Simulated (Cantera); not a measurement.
An isothermal, constant-pressure homogeneous reactor starts with NO : N₂ = 1 : 0.75 (molar parts), at 1975 K and 1.00 bar. Integrator tolerance rtol = 1e-08.

Detailed kinetics in Cantera: GRI-Mech 3.0 (53 species, 325 reactions).

Q: What does this change do: pressure from 1.00 bar to 53.3 Torr?

A: 
```tsv
quantity	before	after
x(NO) at 3.00 s	0.0478 (gas-phase equilibrium 0.00788)	0.359 (gas-phase equilibrium 0.00788)
x(N₂O) at 3.00 s	1.33e-6 (gas-phase equilibrium 4.22e-7)	4.43e-5 (gas-phase equilibrium 1.12e-7)
x(NO₂) at 3.00 s	9.58e-5 (gas-phase equilibrium 1.64e-5)	0.000121 (gas-phase equilibrium 4.36e-6)
x(N₂) at 3.00 s	0.690 (gas-phase equilibrium 0.710)	0.534 (gas-phase equilibrium 0.710)
x(O₂) at 3.00 s	0.262 (gas-phase equilibrium 0.282)	0.106 (gas-phase equilibrium 0.281)
x(O) at 3.00 s	0.000284 (gas-phase equilibrium 0.000294)	0.000711 (gas-phase equilibrium 0.00110)
```
